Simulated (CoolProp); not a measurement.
A simple Rankine cycle with n-perfluoropentane: condensing at 295.15 K, boiler at 1.31 MPa, turbine inlet 499 K, turbine efficiency 0.85, pump efficiency 0.8, no recuperator. Each further row changes one setting.

Computed with CoolProp (reference Helmholtz-energy equation of state, Gao 2022).

| case | thermal efficiency (%) | net work (kJ/kg) | heat in (kJ/kg) | turbine exit temperature (K) | volume ratio over the turbine |
|---|---|---|---|---|---|
| as stated | 11.1 | 30.7 | 277 | 461.8 | 17.7 |
| condensing temperature 287.15 K | 12.0 | 34.3 | 285 | 458.1 | 24.3 |
| boiler pressure 0.917 MPa | 9.9 | 27.6 | 280 | 467.4 | 12.1 |
| turbine efficiency 0.75 | 9.7 | 27.0 | 277 | 465.4 | 17.9 |
